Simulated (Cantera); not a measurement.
Boron, boron nitride and boron oxide: B₂H₆ + O₂ + H₂

Feed: 1 mol B₂H₆, 0.88 mol O₂, a varied amount of H₂, at 1673.15 K and 41.0 Pa.

Cantera equilibrium calculation (NASA polynomials, part measured and part estimated; ideal gas, pure solids and liquids). Candidate condensed phases: B, B₂O₃, B₃O₃H₃, H₂O; 23 gas species. The feed counts by its element totals alone. The tables' values for BH₂ are old estimates; treat these amounts as uncertain. The numbers say what is thermodynamically allowed, not how fast it happens.

| n(H₂) (mol) | log p H₂ | log p HBO | log p B₂O₂ | log p BO | n B(s) |
|---|---|---|---|---|---|
| 4.4 | -3.46 | -4.42 | -4.68 | -5.31 | 0.255 |
| 7 | -3.45 | -4.49 | -4.85 | -5.40 | 0.251 |
| 11 | -3.43 | -4.58 | -5.04 | -5.49 | 0.248 |
| 18 | -3.42 | -4.70 | -5.29 | -5.62 | 0.245 |
| 29 | -3.41 | -4.84 | -5.57 | -5.76 | 0.242 |
| 46 | -3.40 | -4.98 | -5.87 | -5.91 | 0.239 |
| 74 | -3.40 | -5.15 | -6.21 | -6.08 | 0.237 |
| 120 | -3.40 | -5.33 | -6.57 | -6.26 | 0.234 |
| 190 | -3.39 | -5.51 | -6.93 | -6.44 | 0.230 |
log p: log10 of the partial pressure in bar; n: condensed amount in mol.

From 4.4 mol H₂ to 190 mol H₂ the condensed part is B(s). The main B-bearing gas is B₂O₂ at 4.4 mol H₂ and HBO at 190 mol H₂. The share of B in condensed phases is highest at 4.4 mol H₂ (12.8 %) and lowest at 190 mol H₂ (11.5 %).
